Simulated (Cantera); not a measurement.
A perfectly stirred reactor is fed with H₂ : O₂ : N₂ = 0.83 : 1 : 18 (molar parts), at 100000 Pa; it is held at 1000 K, and followed from long to short residence time.

Model: the H2/O2 subset of GRI-Mech 3.0, which has no nitrogen chemistry, integrated in Cantera. The temperature is held fixed by assumption; the heat of reaction is taken as removed at once.

x: mole fraction; the columns are a selection and need not sum to one.

```csv
τ (s),x H₂,x O₂,x OH,x H₂O₂,x H,x O
5.3,0.000676,0.0305,7.17e-7,4.79e-6,1.45e-7,5.17e-7
2.2,0.00113,0.0307,1.01e-6,8.25e-6,3.32e-7,8.72e-7
0.92,___,0.0310,___,___,___,___
0.38,0.00251,0.0313,2.55e-6,1.33e-5,1.70e-6,2.65e-6
0.16,0.00314,0.0316,4.76e-6,1.11e-5,3.86e-6,5.12e-6
0.066,0.00377,0.0319,9.49e-6,7.43e-6,9.08e-6,1.04e-5
0.028,0.00462,0.0323,1.79e-5,4.75e-6,2.07e-5,1.99e-5
0.012,___,0.0330,___,___,___,___
0.0048,0.00799,0.0340,5.51e-5,2.23e-6,0.000106,6.39e-5
```

Some entries are withheld; supply them.


- 0.92, x H₂: 0.00177
- 0.92, x OH: 1.52e-6
- 0.92, x H₂O₂: 1.19e-5
- 0.92, x H: 7.45e-7
- 0.92, x O: 1.47e-6
- 0.012, x H₂: 0.00589
- 0.012, x OH: 3.17e-5
- 0.012, x H₂O₂: 3.15e-6
- 0.012, x H: 4.61e-5
- 0.012, x O: 3.59e-5
